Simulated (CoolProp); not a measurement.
Saturation properties of CHF3 (R23).

Model: reference Helmholtz-energy equation of state, Penoncello 2003, in CoolProp.

| T (K) | p (bar) | liquid density (kg/m³) | liquid cp (kJ/(kg K)) | liquid viscosity (µPa s) |
|---|---|---|---|---|
| 137.3 | 0.01026 | 1638 | 1.195 | 1010 |
| 148.5 | 0.03686 | 1599 | 1.197 | 730 |
| 159.6 | 0.1067 | 1561 | 1.202 | 556 |
| 170.7 | 0.2634 | 1521 | 1.211 | 440 |
| 181.9 | 0.5757 | 1480 | 1.223 | 357 |
| 193 | 1.127 | 1438 | 1.241 | 296 |
| 204.1 | 2.031 | 1395 | 1.264 | 249 |
| 215.3 | 3.433 | 1349 | 1.296 | 212 |
| 226.4 | 5.457 | 1301 | 1.338 | 182 |
| 237.5 | 8.276 | 1249 | 1.395 | 157 |
| 248.7 | 12.11 | 1191 | 1.475 | 134 |
| 259.8 | 17.09 | 1127 | 1.594 | 115 |

It boils at 191.1 K under 1 atm.

Viscosity comes from a separate model (Shan 2000).
